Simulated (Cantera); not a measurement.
Cantera run:

```python
import numpy as np
import cantera as ct

gas_names = """
    C CH CH2 CH3 CH2OH CH3O CH4 CH3OH CO CO2 COOH C2 C2H CHCO,ketyl C2H2,acetylene C2H2,vinylidene
    CH2CO,ketene C2H3,vinyl CH3CO,acetyl C2H4 C2H4O,ethylen CH3CHO,ethanal CH3COOH (HCOOH)2 C2H5 C2H6
    CH3OCH3 C2H5OH C2O C3 C3H3,propargyl C3H4,allene C3H4,propyne C3H4,cyclo- C3H5,allyl C3H6,propylene
    C3H6,cyclo- C3H6O C3H7,n-propyl C3H7,i-propyl C3H8 C3H8O,1propanol C3H8O,2propanol C3O2 C4 C4H2
    C4H4,1,3-cyclo- C4H6,butadiene C4H6,2-butyne C4H6,cyclo- C4H8,1-butene C4H8,cis2-buten
    C4H8,tr2-butene C4H8,isobutene C4H8,cyclo- (CH3COOH)2 C4H9,n-butyl C4H9,i-butyl C4H9,s-butyl
    C4H9,t-butyl C4H10,isobutane C4H10,n-butane C5 C5H6,1,3cyclo- C5H8,cyclo- C5H10,1-pentene
    C5H10,cyclo- C5H11,pentyl C5H11,t-pentyl C5H12,n-pentane C5H12,i-pentane CH3C(CH3)2CH3 C6H2
    C6H5,phenyl C6H5O,phenoxy C6H6 C6H5OH,phenol C6H10,cyclo- C6H12,1-hexene C6H12,cyclo- C6H13,n-hexyl
    C7H7,benzyl C7H8 C7H8O,cresol C7H14,1-heptene C7H15,n-heptyl C7H16,n-heptane C8H8,styrene
    C8H10,ethylbenz C8H16,1-octene C8H17,n-octyl C8H18,isooctane C8H18,n-octane C9H19,n-nonyl
    C10H8,naphthale C10H21,n-decyl C12H9,o-bipheny C12H10,bipheny H HCO HO2 H2 HCHO,formaldehy HCOOH H2O
    H2O2 O OH O2 O3
""".split()
cond_names = """
    C(gr) C6H6(L) C7H8(L) C8H18(L),n-octa H2O(s) H2O(L)
""".split()


def load(file, names, dense=False):
    # The tables refer to 1 bar. Condensed volumes are neglected.
    table = {s.name: s for s in ct.Species.list_from_file(file)}
    out = []
    for n in names:
        d = dict(table[n].input_data)
        d["thermo"] = dict(d["thermo"], **{"reference-pressure": 1e5})
        if dense:
            d["equation-of-state"] = {"model": "constant-volume", "density": "1e6 g/cm^3"}
        out.append(ct.Species.from_dict(d))
    return out


gas = ct.Solution(thermo="ideal-gas", species=load("nasa_gas.yaml", gas_names))
cond = {s.name: ct.Solution(thermo="fixed-stoichiometry", species=[s], name=s.name)
        for s in load("nasa_condensed.yaml", cond_names, dense=True)}
atoms = {
    'CH3OH': {'C': 1, 'H': 4, 'O': 1},
    'O2': {'O': 2},
    'H2': {'H': 2},
}
top_T = {'C(gr)': 4500}  # K; cautious upper limits of use, not melting points


def equilibrate(T, P, feed):
    n = {}
    for name, mol in feed.items():
        for a, k in atoms[name].items():
            n[a] = n.get(a, 0.0) + k * mol
    gas.TPX = T, P, n
    mass = sum(n.values()) * gas.mean_molecular_weight
    gas.equilibrate("TP")
    valid = [c for c in cond.values() if c.min_temp <= T <= top_T.get(c.name, c.max_temp)]
    mix = ct.Mixture([(gas, mass / gas.mean_molecular_weight)] + [(c, 0.0) for c in valid])
    mix.T, mix.P = T, P
    mix.equilibrate("TP", solver="vcs", rtol=1e-11, max_steps=5000)
    return mix


results = []
T = 1323  # K
P = 590000  # Pa
for m in [0.14, 0.19, 0.26, 0.35, 0.48, 0.66, 0.9, 1.2, 1.7]:
    feed = {'CH3OH': 1, 'O2': m, 'H2': 0.75}  # mol
    mix = equilibrate(T, P, feed)
    results.append((T, P, feed, dict(zip(mix.species_names, mix.species_moles))))

top = {s: max(r[3][s] / sum(r[3][g] for g in gas_names) for r in results) for s in gas_names}
cols = sorted((s for s in top if top[s] > 1e-06), key=lambda s: -top[s])[:9]
seen = [c for c in cond_names if any(r[3].get(c, 0) > 1e-12 for r in results)]
print("log10 of partial pressures in bar; condensed amounts in mol")
print(f"{'n(O2)':>10s}" + "".join(f"{s[:9]:>10s}" for s in cols + seen))
for T, P, feed, n in results:
    ng = sum(n[g] for g in gas_names)
    print(f"{feed['O2']:10.4g}" + "".join(f"{np.log10(max(n[s] / ng * P / 1e5, 1e-99)):10.3f}" for s in cols)
          + "".join(f"{n.get(c, 0):10.4g}" for c in seen))
```

Output:

```
log10 of partial pressures in bar; condensed amounts in mol
     n(O2)       H2O        H2        CO       CO2       CH4
      0.14    -0.423     0.596     0.173    -1.114    -1.919
      0.19    -0.298     0.582     0.166    -0.982    -2.093
      0.26    -0.167     0.561     0.154    -0.842    -2.297
      0.35    -0.042     0.534     0.138    -0.705    -2.522
      0.48     0.091     0.490     0.112    -0.555    -2.811
      0.66     0.225     0.423     0.069    -0.398    -3.189
       0.9     0.353     0.317    -0.003    -0.236    -3.707
       1.2     0.468     0.143    -0.134    -0.077    -4.476
       1.7     0.601    -0.472    -0.671     0.134    -6.990
```

Equilibrium computed with Cantera from the NASA thermochemical tables; the gas is ideal and each condensed phase is pure.
